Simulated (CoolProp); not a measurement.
A simple Rankine cycle with R21: condensing at 320.15 K, boiler at 1.28 MPa, turbine inlet 376.4 K, turbine efficiency 0.6, pump efficiency 0.8, no recuperator. Each further row changes one setting.

Model: reference Helmholtz-energy equation of state, Platzer 1990, in CoolProp. This equation is an older, rougher fit; its heat capacities, sound speeds and derivatives of the liquid may be far off and weren't checked against measurements.

| case | thermal efficiency (%) | net work (kJ/kg) | heat in (kJ/kg) | turbine exit temperature (K) | volume ratio over the turbine |
|---|---|---|---|---|---|
| as stated | 7.2 | 17.2 | 240 | 328.6 | 3.48 |
| turbine inlet 396.4 K | 7.4 | 18.9 | 256 | 350.3 | 3.43 |
| condensing temperature 312.15 K | 8.2 | 20.4 | 248 | 321.3 | 4.37 |
| boiler pressure 0.896 MPa | 5.4 | 13.4 | 247 | 344.6 | 2.40 |
| turbine efficiency 0.5 | 5.9 | 14.2 | 240 | 333.0 | 3.54 |
